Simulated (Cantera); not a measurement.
# Ignition delay

Mixture: 11.2 % CH₄, 18.7 % O₂, 70.1 % N₂, at 750 Torr, adiabatic and at constant pressure. Ignition delay is the time to a rise of 400 K.

Cantera simulation using GRI-Mech 3.0 (53 species, 325 reactions); the numbers are that mechanism's predictions, not measurements.

```
T0 (K)  delay (ms)
------  ----------
1273          18.5
1373          5.20
1473          1.67
1573         0.624
1673         0.271
1773         0.134
1873        0.0731
```

The apparent activation energy between 1673 and 1873 K comes out as 170 kJ/mol.
